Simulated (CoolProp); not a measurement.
A single-stage vapour-compression cycle with the fluid: evaporating at 260.15 K (dew point), condensing at 328.15 K (bubble point), superheat 10 K, subcooling 5 K, compressor efficiency 0.9, no pressure losses. The same conditions are run with several fluids, on thermodynamics alone (safety and materials aside).

Values from CoolProp's reference Helmholtz-energy equation of state of each fluid (R141b: Lemmon 2006; ammonia: Gao 2020; R152A: Outcalt 1996; R404A: Lemmon 2003; R245ca: Zhou 2016; R410A: Lemmon 2003). Blends and air are pseudo-pure fits.

| fluid | cooling COP | pressure ratio | discharge temperature (K) | refrigerating effect (kJ/kg) | volumetric capacity (kJ/m³) |
|---|---|---|---|---|---|
| R141b | 2.83 | 14.2 | 355.9 | 178 | 140 |
| ammonia | 2.59 | 8.99 | 458.3 | 1030 | 2090 |
| R152A | 2.61 | 8.26 | 365.4 | 218 | 1090 |
| R404A | 2.06 | 6.67 | 348.4 | 91.3 | 1710 |
| R245ca | 2.65 | 16.1 | 337.1 | 147 | 156 |
| R410A | 2.22 | 6.67 | 373.1 | 142 | 2640 |
